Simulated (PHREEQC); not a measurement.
Make-up at 25 °C: 11 mmol/kgw NiSO4, 0.19 mmol/kgw H3BO3 and 180 mmol/kgw NiCl2. Closed to the air; pH follows from the charge balance.

The numbers come from PHREEQC with the ion-association model, wateq4f.dat.

```tsv
quantity	before	after
pH	5.63	6.35
ionic strength (mol/kgw)	0.462	0.00574
Cl- (mol/kgw)	0.306	0.00359
Ni+2 (mol/kgw)	0.143	0.00188
NiCl+ (mol/kgw)	0.0279	1.22e-5
NiCl2 (mol/kgw)	0.0132	1.35e-7
SI of Ni(OH)2 (Ni(OH)2)	-0.93	-0.97
SI of Morenosite (NiSO4:7H2O)	-2.09	-4.68
```

Question: Name the change that produced these shifts.
(A) diluted 100-fold with water
(B) NiSO4 replaced by NaHSO4 at the same molality
(C) H3BO3 left out
(D) H3BO3 from 0.00019 to 0.000209 mol/kgw

Answer: A, diluted 100-fold with water

No solid was allowed to form.
